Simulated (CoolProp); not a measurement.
Dimethyl carbonate along the isobar 6.34 MPa: density (kg/m³) from the reference equation and from simpler models built on Tc = 283.9 °C, pc = 4.909 MPa, ω = 0.346; each cubic takes its own stable root.

Model: reference Helmholtz-energy equation of state, Zhou 2011, in CoolProp.

```csv
T (°C),phase,reference
50.15,liquid,1036
75.35,liquid,1003
100.45,liquid,968.9
125.65,liquid,933.3
150.75,liquid,896.0
175.95,liquid,856.0
201.05,liquid,812.7
226.25,liquid,763.3
251.35,liquid,703.3
276.55,liquid,615.4
301.65,supercritical,387.3
326.85,supercritical,212.2
```

### Question
How far does each simpler model (van der Waals, Redlich-Kwong, Soave-Redlich-Kwong, Peng-Robinson) lie from the reference over these 12 states: mean and median of the absolute difference, and the worst?

### Answer
- van der Waals: mean 34.6 %, median 38.9 %, worst -41.0 % at 50.15 °C and 6.34 MPa
- Redlich-Kwong: mean 14.2 %, median 14.6 %, worst -20.0 % at 276.55 °C and 6.34 MPa
- Soave-Redlich-Kwong: mean 11.8 %, median 10.9 %, worst -18.7 % at 276.55 °C and 6.34 MPa
- Peng-Robinson: mean 2.6 %, median 1.2 %, worst -9.5 % at 276.55 °C and 6.34 MPa
